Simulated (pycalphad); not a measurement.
Computed with pycalphad from the COST 507 light-alloy database (1999), at 1 atm. The database dates from 1999; later assessments differ in places, in temperatures and in the compounds included. Diffusion is slow at the low end, where real alloys seldom reach equilibrium.

Molar enthalpy of Ti-70Si (at.%) in equilibrium (SER reference):

| T (°C) | H (kJ/mol) | phases |
|---|---|---|
| 2327 | 59.09 | LIQUID |
| 2207 | 55.14 | LIQUID |
| 2087 | 51.19 | LIQUID |
| 1967 | 47.24 | LIQUID |
| 1847 | 43.29 | LIQUID |
| 1727 | 39.34 | LIQUID |
| 1607 | 35.39 | LIQUID |
| 1527 | 32.76 | LIQUID |
| 1487 | 31.46 | LIQUID |
| 1367 | -3.36 | SI2TI + LIQUID |
| 1327 | -16.40 | SI2TI + DIAMOND_A4 |
| 1287 | -17.67 | SI2TI + DIAMOND_A4 |
| 1247 | -18.93 | SI2TI + DIAMOND_A4 |
| 1127 | -22.66 | SI2TI + DIAMOND_A4 |
| 1007 | -26.30 | SI2TI + DIAMOND_A4 |
| 887 | -29.85 | SI2TI + DIAMOND_A4 |
| 767 | -33.32 | SI2TI + DIAMOND_A4 |
| 647 | -36.70 | SI2TI + DIAMOND_A4 |
| 527 | -39.99 | SI2TI + DIAMOND_A4 |
| 407 | -43.19 | SI2TI + DIAMOND_A4 |
| 287 | -46.28 | SI2TI + DIAMOND_A4 |

Cooling from 1487 °C to 1327 °C, across the freezing range, releases 47.9 kJ/mol, or 1410 J/g. The slope is 33 J/(mol K) in the liquid and 32 J/(mol K) just below the solidus, where it includes any heat of precipitation. Liquidus 1473 °C, solidus 1331 °C. Changes were sought between steps of 40 K, so a narrower field can be missed.

Database names, with the compositions (at.%) that they take in these runs: SI2TI: Si 67 Ti 33. DIAMOND_A4 is diamond (Si).
